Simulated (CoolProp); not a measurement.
CH2F2 (R32) along the isotherm -2.85 °C: Z from the reference equation and from simpler models built on Tc = 78.1 °C, pc = 5.783 MPa, ω = 0.277; each cubic takes its own stable root.

Model: reference Helmholtz-energy equation of state, Tillner-Roth 1997, in CoolProp.

| p (MPa) | phase | reference |
|---|---|---|
| 3.61 | liquid | 0.07774 |
| 7.23 | liquid | 0.1540 |
| 10.8 | liquid | 0.2279 |
| 14.5 | liquid | 0.3032 |
| 18.1 | liquid | 0.3754 |
| 21.7 | liquid | 0.4467 |
| 25.3 | liquid | 0.5171 |
| 28.9 | liquid | 0.5868 |
| 32.5 | liquid | 0.6557 |
| 36.1 | liquid | 0.7240 |
| 39.8 | liquid | 0.7936 |
| 43.4 | liquid | 0.8607 |
| 47 | liquid | 0.9273 |
| 50.6 | liquid | 0.9934 |
| 54.2 | liquid | 1.059 |
| 57.8 | liquid | 1.124 |

Q: How far does each simpler model (van der Waals, Redlich-Kwong) lie from the reference over these 16 states: mean and median of the absolute difference, and the worst?

A: 
- van der Waals: mean 80.0 %, median 78.2 %, worst +91.5 % at -2.85 °C and 3.61 MPa
- Redlich-Kwong: mean 29.8 %, median 29.1 %, worst +34.7 % at -2.85 °C and 3.61 MPa
